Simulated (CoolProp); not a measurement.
Tetradecamethylhexasiloxane (MD4M) along the isobar 1030 kPa: fugacity coefficient from the reference equation and from simpler models built on Tc = 653.2 K, pc = 828.6 kPa, ω = 0.800; each cubic takes its own stable root.

Model: reference Helmholtz-energy equation of state, Thol 2019, in CoolProp.

```
T (K)   phase  reference
-----  ------  ---------
304.7  liquid   1.719e-6
339    liquid   3.594e-5
373.4  liquid  0.0003637
407.7  liquid   0.002161
442    liquid   0.008719
476.3  liquid    0.02629
510.7  liquid    0.06350
545    liquid     0.1284
579.3  liquid     0.2261
613.6  liquid     0.3550
```

Problem. How far does each simpler model (van der Waals, Redlich-Kwong, Soave-Redlich-Kwong, Peng-Robinson) lie from the reference over these 10 states: mean and median of the absolute difference, and the worst?

Solution. 
- van der Waals: mean 128339.8 %, median 1193.4 %, worst +1148823.8 % at 304.7 K and 1030 kPa
- Redlich-Kwong: mean 6597.2 %, median 447.9 %, worst +49754.6 % at 304.7 K and 1030 kPa
- Soave-Redlich-Kwong: mean 17.2 %, median 6.9 %, worst +78.8 % at 304.7 K and 1030 kPa
- Peng-Robinson: mean 32.2 %, median 7.2 %, worst +160.3 % at 304.7 K and 1030 kPa
